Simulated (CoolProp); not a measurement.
Properties of C2F6 (R116) along the isotherm -24.95 °C (Tc = 19.9 °C, pc = 30.48 bar, ω = 0.257).

Computed with CoolProp (reference Helmholtz-energy equation of state, Lemmon 2006). It is a short technical equation, of lower accuracy than the large ones.

```json
[
 {"p (bar)": "3.27", "phase": "gas", "density (kg/m³)": "23.41", "cp (kJ/(kg K))": "0.7215", "expansivity (1/kK)": "5.050", "viscosity (µPa s)": "11.6"},
 {"p (bar)": "6.53", "phase": "gas", "density (kg/m³)": "50.91", "cp (kJ/(kg K))": "0.7755", "expansivity (1/kK)": "6.720", "viscosity (µPa s)": "11.6"},
 {"p (bar)": "9.8", "phase": "liquid", "density (kg/m³)": "1330", "cp (kJ/(kg K))": "1.143", "expansivity (1/kK)": "5.121", "viscosity (µPa s)": "172"},
 {"p (bar)": "13.1", "phase": "liquid", "density (kg/m³)": "1335", "cp (kJ/(kg K))": "1.135", "expansivity (1/kK)": "4.985", "viscosity (µPa s)": "174"},
 {"p (bar)": "16.3", "phase": "liquid", "density (kg/m³)": "1339", "cp (kJ/(kg K))": "1.128", "expansivity (1/kK)": "4.863", "viscosity (µPa s)": "176"},
 {"p (bar)": "19.6", "phase": "liquid", "density (kg/m³)": "1344", "cp (kJ/(kg K))": "1.121", "expansivity (1/kK)": "4.746", "viscosity (µPa s)": "179"},
 {"p (bar)": "22.9", "phase": "liquid", "density (kg/m³)": "1348", "cp (kJ/(kg K))": "1.115", "expansivity (1/kK)": "4.638", "viscosity (µPa s)": "181"},
 {"p (bar)": "26.1", "phase": "liquid", "density (kg/m³)": "1352", "cp (kJ/(kg K))": "1.109", "expansivity (1/kK)": "4.540", "viscosity (µPa s)": "184"},
 {"p (bar)": "29.4", "phase": "liquid", "density (kg/m³)": "1356", "cp (kJ/(kg K))": "1.103", "expansivity (1/kK)": "4.444", "viscosity (µPa s)": "186"},
 {"p (bar)": "32.7", "phase": "liquid", "density (kg/m³)": "1360", "cp (kJ/(kg K))": "1.098", "expansivity (1/kK)": "4.355", "viscosity (µPa s)": "188"},
 {"p (bar)": "35.9", "phase": "liquid", "density (kg/m³)": "1364", "cp (kJ/(kg K))": "1.093", "expansivity (1/kK)": "4.274", "viscosity (µPa s)": "190"},
 {"p (bar)": "39.2", "phase": "liquid", "density (kg/m³)": "1368", "cp (kJ/(kg K))": "1.089", "expansivity (1/kK)": "4.194", "viscosity (µPa s)": "192"},
 {"p (bar)": "42.4", "phase": "liquid", "density (kg/m³)": "1371", "cp (kJ/(kg K))": "1.084", "expansivity (1/kK)": "4.121", "viscosity (µPa s)": "195"},
 {"p (bar)": "45.7", "phase": "liquid", "density (kg/m³)": "1375", "cp (kJ/(kg K))": "1.080", "expansivity (1/kK)": "4.050", "viscosity (µPa s)": "197"}
]
```

Viscosity comes from a separate model (Huber 2003), an estimate that may be off by 10 % or more.
